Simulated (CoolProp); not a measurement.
Saturation properties of ethylene.

Model: reference Helmholtz-energy equation of state, Smukala 2000, in CoolProp.

```csv
T (°C),p (MPa),vapour density (kg/m³),liquid cp (kJ/(kg K))
-121.55,0.03094,0.6985,2.404
-111.05,0.06459,1.378,2.408
-100.55,0.1220,2.479,2.423
-90.05,0.2127,4.152,2.451
-79.55,0.3472,6.569,2.494
-68.95,0.5390,9.975,2.556
-58.45,0.7969,14.57,2.643
-47.95,1.135,20.72,2.767
-37.45,1.566,28.94,2.945
-26.95,2.105,40.01,3.222
```

It boils at -103.8 °C under 1 atm.
